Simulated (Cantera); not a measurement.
Input (Python, Cantera):

```python
import numpy as np
import cantera as ct

gas = ct.Solution("gri30.yaml")
gas.TPX = 975, 1000000, {'CO': 0.0071, 'O2': 0.096, 'H2O': 0.0016, 'N2': 1}
reactor = ct.IdealGasConstPressureReactor(gas, energy="off", clone=False)
net = ct.ReactorNet([reactor])
net.rtol, net.atol = 1e-08, 1e-18
show = ['CO', 'O2', 'H2O', 'HO2', 'N2O', 'NO']
times = np.geomspace(5e-06, 2, 10)

steps = ct.SolutionArray(gas, extra=["t"])
rows = []
print(f"{'t/s':>10s}{'T/K':>9s}{'P/Pa':>11s}" + "".join(f"{s:>11s}" for s in show))
for t in times:
    while net.time < t:
        t_next = net.step()
        steps.append(gas.state, t=t_next)
    rows.append([np.interp(t, steps.t, y) for y in (steps.T, steps.P, *steps(*show).X.T)])
    print(f"{t:10.3e}{rows[-1][0]:9.1f}{rows[-1][1]:11.4g}" + "".join(f"{x:11.3e}" for x in rows[-1][2:]))
rate = np.gradient(steps.T, steps.t)
print("integrator steps:", len(steps.t))
if steps.T.max() > steps.T[0] + 200:
    print(f"time of steepest temperature rise: {steps.t[rate.argmax()]:.4e} s")
gas.TPX = 975, 1000000, {'CO': 0.0071, 'O2': 0.096, 'H2O': 0.0016, 'N2': 1}
gas.equilibrate("TP")
print(f"equilibrium (TP): T = {gas.T:.1f} K  " + "  ".join(f"{s} {gas[s].X[0]:.3e}" for s in show))
```

Result:

```
       t/s      T/K       P/Pa         CO         O2        H2O        HO2        N2O         NO
 5.000e-06    975.0      1e+06  6.427e-03  8.690e-02  1.448e-03  1.111e-14  2.654e-16  1.088e-23
 2.096e-05    975.0      1e+06  6.427e-03  8.690e-02  1.448e-03  3.580e-13  4.558e-15  1.955e-22
 8.788e-05    975.0      1e+06  6.427e-03  8.690e-02  1.448e-03  8.412e-12  7.378e-14  3.237e-21
 3.684e-04    975.0      1e+06  6.427e-03  8.690e-02  1.448e-03  1.206e-10  9.563e-13  4.590e-20
 1.544e-03    975.0      1e+06  6.427e-03  8.690e-02  1.448e-03  9.361e-10  7.266e-12  5.321e-19
 6.475e-03    975.0      1e+06  6.427e-03  8.690e-02  1.448e-03  4.643e-09  3.598e-11  6.705e-18
 2.714e-02    975.0      1e+06  6.427e-03  8.690e-02  1.448e-03  2.158e-08  1.698e-10  1.153e-16
 1.138e-01    975.0      1e+06  6.418e-03  8.690e-02  1.448e-03  1.131e-07  1.015e-09  1.933e-15
 4.771e-01    975.0      1e+06  6.274e-03  8.683e-02  1.448e-03  3.822e-07  9.364e-09  2.206e-14
 2.000e+00    975.0      1e+06  5.463e-03  8.646e-02  1.449e-03  3.982e-07  5.403e-08  3.241e-13
integrator steps: 403
equilibrium (TP): T = 975.0 K  CO 1.804e-13  O2 8.395e-02  H2O 1.453e-03  HO2 6.659e-11  N2O 4.612e-09  NO 1.611e-05
```

Computed with Cantera and GRI-Mech 3.0 (53 species, 325 reactions).
